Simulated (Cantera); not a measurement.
An adiabatic, constant-pressure homogeneous reactor starts with 5.36 % CH4, 0.343 % CO, 9.91 % O2, 80.4 % N2, 4.02 % CO2, equivalence ratio 1.1, at 1100 K and 10.0 bar.

Cantera simulation using GRI-Mech 3.0 (53 species, 325 reactions); the numbers are that mechanism's predictions, not measurements.

**Question.** Predict: time of steepest temperature rise; temperature at 1.00 s; equilibrium temperature; x(CO) at 1.00 s; x(O2) at 1.00 s; x(N2O) at 1.00 s; x(NO) at 1.00 s.

**Answer.** 
- time of steepest temperature rise = 43.6 ms
- temperature at 1.00 s = 2098 K
- equilibrium temperature = 2098 K
- x(CO) at 1.00 s = 0.0156 (gas-phase equilibrium 0.0156)
- x(O2) at 1.00 s = 2.27e-5 (gas-phase equilibrium 2.27e-5)
- x(N2O) at 1.00 s = 1.84e-8 (gas-phase equilibrium 1.84e-8)
- x(NO) at 1.00 s = 0.000104 (gas-phase equilibrium 0.000104)
